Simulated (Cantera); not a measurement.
Source: NASA polynomial tables (part measured, part estimated), evaluated in Cantera. Values are per mole of reaction as written; species without (g) are pure solids or liquids, kept so even where they would boil at 1 bar.

Problem. Between 350 and 450 K, where is each reaction favourable under standard conditions?
- TiCl3 + HCl(g) ⇌ TiCl4 + H(g)

Solution. 
- TiCl3 + HCl(g) ⇌ TiCl4 + H(g): ΔG° is 214 kJ at 350 K and 208 kJ at 450 K; it stays positive (K < 1). ΔH° is 234 kJ and ΔS° 57 J/K at 450 K.
